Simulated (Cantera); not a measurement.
Feed: 1 mol Si(CH3)4, 0.0048 mol C3H8, 330 mol H2, held at 2000 °C and 24.8 Torr.

Cantera equilibrium calculation (NASA polynomials, part measured and part estimated; ideal gas, pure solids and liquids). Candidate condensed phases: C, C6H6, C7H8, C8H18, Si, SiC; 87 gas species. Gases not in the tables: Si2H6 and higher silanes. Equilibrium is a limit: real reactors are often held back by kinetics, nucleation or transport.

Base state: H2 0.949, H 0.0450, C2H2 (acetylene) 0.00358, Si 0.00219, SiC2 0.000275, SiH 0.000149, Si2C 0.000121, SiH2 3.89e-5 (mole fractions); condensed: C(graphite).

### Question
What changes in the equilibrium state with this change: Si(CH3)4 replaced by SiF4?

### Answer
```json
[
 {"species": "H2", "before": "0.949", "after": "0.942"},
 {"species": "H", "before": "0.0450", "after": "0.0449"},
 {"species": "HF", "before": "0", "after": "0.0106"},
 {"species": "C2H2 (acetylene)", "before": "0.00358", "after": "1.60e-5"},
 {"species": "Si", "before": "0.00219", "after": "0.00204"},
 {"species": "SiF2", "before": "0", "after": "0.000400"},
 {"species": "SiF", "before": "0", "after": "0.000284"},
 {"species": "C(graphite), mol", "before": "1.30", "after": "0"}
]
```
The tables' values for SiF2, SiF, SiF3 are old estimates; treat these amounts as uncertain.

### Question
What changes in the equilibrium state with this change: pressure from 24.8 Torr to 7.50 Torr?

### Answer
```csv
species,before,after
H2,0.949,0.913
H,0.0450,0.0803
C2H2 (acetylene),0.00358,0.00344
Si,0.00219,0.00236
SiH2,3.89e-5,1.23e-5
Si2C,0.000121,4.28e-5
C2H,7.16e-6,1.28e-5
"C(graphite), mol",1.30,1.35
```

### Question
What changes in the equilibrium state with this change: Si(CH3)4 replaced by SiH4?

### Answer
| species | before | after |
|---|---|---|
| H2 | 0.949 | 0.952 |
| H | 0.0450 | 0.0451 |
| Si | 0.00219 | 0.00267 |
| C2H2 (acetylene) | 0.00358 | 1.38e-5 |
| SiC2 | 0.000275 | 1.29e-6 |
| Si2C | 0.000121 | 1.12e-5 |
| SiH2 | 3.89e-5 | 4.76e-5 |
| C(graphite), mol | 1.30 | 0 |
